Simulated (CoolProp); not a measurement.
Vapour-liquid equilibrium of R134a (1) + R152A (2) at 347.3 K; x and y are mole fractions of (1).

The numbers come from the multi-fluid Helmholtz-energy mixture model, Tillner-Roth 1994 and Outcalt 1996; pair parameters Lemmon 2004 in CoolProp.

| x | bubble pressure (bar) | y at the bubble point | dew pressure at overall composition x (bar) | liquid density (mol/L) |
|---|---|---|---|---|
| 0.05 | 20.74 | 0.052 | 20.73 | 11.22 |
| 0.15 | 20.90 | 0.156 | 20.89 | 11.00 |
| 0.25 | 21.09 | 0.260 | 21.07 | 10.79 |
| 0.35 | 21.29 | 0.364 | 21.27 | 10.59 |
| 0.45 | 21.53 | 0.466 | 21.49 | 10.40 |
| 0.55 | 21.78 | 0.567 | 21.74 | 10.22 |
| 0.65 | 22.06 | 0.667 | 22.01 | 10.04 |
| 0.75 | 22.36 | 0.764 | 22.32 | 9.881 |
| 0.85 | 22.68 | 0.860 | 22.65 | 9.725 |
| 0.95 | 23.03 | 0.954 | 23.01 | 9.577 |

No azeotrope shows between x = 0.05 and 0.95.

Pair parameters are fitted to limited data, so mixtures are less certain than the pure fluids.
